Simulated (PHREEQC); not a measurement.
**Buffer: speciation**

Solution (25 °C): 78 mmol/kgw KHCO3, 0.486 mmol/kgw Na2SO4 and 1.7 mmol/kgw NaCl. Closed to the air; pH follows from the charge balance.

All values are PHREEQC results (ion-association model, phreeqc.dat), not measurements.

No solid was allowed to form.

Q: Estimate the pH, density.

A: pH 8.14; density 1.002 g/cm³.

Q: In which forms is C present?

A: HCO3- 97 %, CO2 1.3 %, CO3-2 1.2 % of the C.
